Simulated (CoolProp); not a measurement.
Vapour-liquid equilibrium of toluene (1) + p-xylene (2) at 58.1 kPa; x and y are mole fractions of (1).

Values from CoolProp's multi-fluid Helmholtz-energy mixture model, Lemmon 2006 and Zhou 2012; pair parameters Bell 2016.

```
x      bubble temperature (K)  y at the bubble point  dew temperature at overall composition x (K)  liquid density (mol/L)
-----  ----------------------  ---------------------  --------------------------------------------  ----------------------
0.05                    389.9                  0.102                                         390.9                   7.340
0.125                   387.2                  0.237                                         389.5                   7.439
0.2                     384.6                  0.355                                         387.9                   7.539
0.275                   382.2                  0.457                                         386.4                   7.640
0.35                    379.9                  0.546                                         384.7                   7.740
0.425                   377.8                  0.624                                         383.0                   7.842
0.5                     375.8                  0.693                                         381.1                   7.944
0.575                   374.0                  0.754                                         379.2                   8.048
0.65                    372.2                  0.808                                         377.1                   8.152
0.725                   370.6                  0.856                                         374.9                   8.258
0.8                     369.0                  0.900                                         372.5                   8.365
0.875                   367.6                  0.940                                         369.9                   8.474
0.95                    366.2                  0.977                                         367.2                   8.584
```

No azeotrope shows between x = 0.05 and 0.95.

Pair parameters are fitted to limited data, so mixtures are less certain than the pure fluids.
